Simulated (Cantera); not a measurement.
An isothermal, constant-pressure homogeneous reactor starts with 84.6 % NO, 13.5 % N2, 1.86 % H2O, at 2000 K and 0.0267 bar.

Cantera simulation using GRI-Mech 3.0 (53 species, 325 reactions); the numbers are that mechanism's predictions, not measurements. Radical loss at walls, strong at low pressure, is not modelled.

**Question.** Predict: x(NO) at 1.00 s; x(O2) at 1.00 s; x(O) at 1.00 s; x(NO2) at 1.00 s; x(N2O) at 1.00 s; x(N2) at 1.00 s.

**Answer.** 
```
Item                                                Value
----------------  ---------------------------------------
x(NO) at 1.00 s     0.741 (gas-phase equilibrium 0.00906)
x(O2) at 1.00 s      0.0510 (gas-phase equilibrium 0.416)
x(O) at 1.00 s    0.00101 (gas-phase equilibrium 0.00266)
x(NO2) at 1.00 s  9.72e-5 (gas-phase equilibrium 3.58e-6)
x(N2O) at 1.00 s  9.63e-5 (gas-phase equilibrium 6.97e-8)
x(N2) at 1.00 s       0.187 (gas-phase equilibrium 0.553)
```
